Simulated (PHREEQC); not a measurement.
1.6 g of hydrous ferric oxide (600 m²/g; 0.2 weak and 0.005 strong sites per Fe, Dzombak-Morel constants, diffuse double layer) in 1 kg of water with 0.3 mol/kgw of an inert sodium salt and 0.009 mmol/kgw Na2SeO3, at 25 °C; the pH is set by adding NaOH or the inert anion's acid. The system is closed to oxygen. The system is closed to CO2. No solid was allowed to form.

Equilibrium calculation in PHREEQC: ion-association model, wateq4f.dat.

Predict Se sorbed (%), surface charge σ (C/m²) at pH = 5.5, 7, 8.88, 9.62.


| pH | Se sorbed (%) | surface charge σ (C/m²) |
|---|---|---|
| 5.5 | 99.9 | 0.210 |
| 7 | 99.8 | 0.066 |
| 8.88 | 89.8 | -0.044 |
| 9.62 | 47.0 | -0.097 |

Species that the database lacks are ignored. The database's selenite sorption wasn't checked against measurements; a fall in acid may be a fault of its surface constants.
